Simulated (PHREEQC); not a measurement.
# Acid rinse or clean: speciation

A solution holds 21 mmol/kgw HNO3, 1.2 mmol/kgw ZnSO4 and 0.22 mmol/kgw KCl, at 25 °C. Closed to the air; pH follows from the charge balance.

All values are PHREEQC results (ion-association model, wateq4f.dat), not measurements.

Each row changes one thing in this solution. This is a speciation only: nothing precipitates in the calculation.

```csv
case,pH,ionic strength (mol/kgw),HSO4- (mol/kgw),SO4-2 (mol/kgw),ZnSO4 (mol/kgw),Zn(SO4)2-2 (mol/kgw),SI of Goslarite (ZnSO4:7H2O),SI of Zincite(c) (ZnO)
as made,1.75,0.0246,0.000611,0.000542,4.61e-5,2.07e-7,-4.75,-10.83
HNO3 left out,6.04,0.00442,___,0.00105,0.000148,1.26e-6,-4.24,-2.17
HNO3 from 0.021 to 0.0189 mol/kgw,1.79,0.0226,0.000584,___,4.99e-5,___,-4.71,___
ZnSO4 from 0.0012 to 0.00108 mol/kgw,1.74,0.0243,0.000553,0.000488,3.77e-5,1.53e-7,-4.83,-10.88
KCl left out,1.75,0.0244,0.000612,0.000542,___,2.08e-7,-4.74,-10.83
```

Question: Fill in the missing entries.

Answer: 
- HNO3 left out, HSO4- (mol/kgw): 7.61e-8
- HNO3 from 0.021 to 0.0189 mol/kgw, SO4-2 (mol/kgw): 0.000566
- HNO3 from 0.021 to 0.0189 mol/kgw, Zn(SO4)2-2 (mol/kgw): 2.34e-7
- HNO3 from 0.021 to 0.0189 mol/kgw, SI of Zincite(c) (ZnO): -10.74
- KCl left out, ZnSO4 (mol/kgw): 4.62e-5

Species that the database lacks are ignored.
